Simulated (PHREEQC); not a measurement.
A column of 0.2 m (40 cells, dispersivity 0.007 m, 3600 s a shift, diffusion coefficient 3e-10 m²/s) holds 0.01 eq of the database's cation exchanger X per kg of pore water, first in equilibrium with 0.051 mol MgSO4 and 1e-05 mol HCl per kg of water. It is flushed with 0.0056 mol/kgw KCl, 0.00093 mol/kgw NaCl and 1e-05 mol/kgw HCl, at 25 °C. Values are for the last cell. No CO2 enters from the air. No solid was allowed to form.

Equilibrium calculation in PHREEQC: ion-association model, phreeqc.dat.

```
pore volumes  S in solution (mol/kgw)  K in solution (mol/kgw)  Na in solution (mol/kgw)  Cl in solution (mol/kgw)  Mg in solution (mol/kgw)  NaX on the exchanger (mol/kgw)  MgX2 on the exchanger (mol/kgw)
------------  -----------------------  -----------------------  ------------------------  ------------------------  ------------------------  ------------------------------  -------------------------------
0                              0.0510                        0                         0                   1.00e-5                    0.0510                               0                          0.00500
0.4125                         0.0510                        ?                   2.58e-7                   1.27e-5                    0.0510                         7.52e-9                          0.00500
0.6125                         0.0489                  6.14e-5                   2.97e-5                  0.000283                    0.0490                         8.80e-7                          0.00500
0.8125                         0.0378                 0.000508                  0.000195                   0.00170                    0.0383                         6.40e-6                          0.00496
1.212                         0.00999                  0.00188                  0.000627                   0.00526                    0.0114                         3.36e-5                          0.00473
1.613                         0.00134                  0.00248                  0.000785                   0.00637                   0.00289                         7.19e-5                          0.00440
1.812                        0.000428                  0.00278                  0.000823                   0.00649                         ?                         8.91e-5                          0.00420
2.013                               ?                  0.00312                         ?                   0.00652                   0.00140                        0.000102                          0.00401
2.413                         1.05e-5                  0.00373                  0.000879                   0.00654                  0.000970                        0.000121                          0.00365
2.812                         7.78e-7                  0.00416                  0.000892                   0.00654                  0.000739                        0.000135                          0.00336
3.013                         2.07e-7                  0.00432                  0.000896                   0.00654                  0.000657                        0.000141                          0.00323
3.212                         5.43e-8                  0.00445                  0.000899                   0.00654                  0.000590                        0.000146                          0.00311
3.612                         3.66e-9                  0.00465                  0.000904                   0.00654                  0.000487                        0.000156                          0.00290
4.013                        2.41e-10                  0.00480                  0.000907                   0.00654                  0.000413                        0.000165                          0.00273
4.213                        6.15e-11                  0.00486                  0.000909                   0.00654                  0.000382                        0.000169                          0.00265
4.412                        1.56e-11                  0.00491                  0.000910                   0.00654                  0.000356                        0.000173                          0.00257
4.812                        1.00e-12                  0.00499                  0.000913                   0.00654                  0.000312                        0.000181                          0.00243
5.213                        6.39e-14                  0.00506                  0.000914                   0.00654                  0.000277                        0.000187                          0.00231
5.412                               ?                  0.00509                         ?                   0.00654                  0.000261                        0.000190                          0.00225
5.612                               0                  0.00512                  0.000916                   0.00654                  0.000248                        0.000193                          0.00220
6.013                               0                  0.00517                  0.000917                   0.00654                  0.000223                        0.000199                          0.00209
```

### Question
What belongs in the gaps?

### Answer

- 0.4125, K in solution (mol/kgw): 3.08e-7
- 1.812, Mg in solution (mol/kgw): 0.00186
- 2.013, S in solution (mol/kgw): 0.000129
- 2.013, Na in solution (mol/kgw): 0.000850
- 5.412, S in solution (mol/kgw): 1.61e-14
- 5.412, Na in solution (mol/kgw): 0.000915
